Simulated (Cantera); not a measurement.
Feed: 1 mol SiCl₄, 1.2 mol O₂, at 0.0110 bar.

Method: chemical equilibrium by Gibbs-energy minimisation in Cantera with the NASA 1993 tables (ideal gas, pure condensed phases). Candidate condensed phases: Si, SiO₂; 15 gas species. Rates play no part.

### Question
At 1098 K, list the 4 most abundant gas species with their mole fractions, and the condensed phases.

### Answer
Cl₂ 0.896, O₂ 0.0903, Cl 0.0133, ClO 2.05e-5. Condensed: SiO₂(β-quartz).
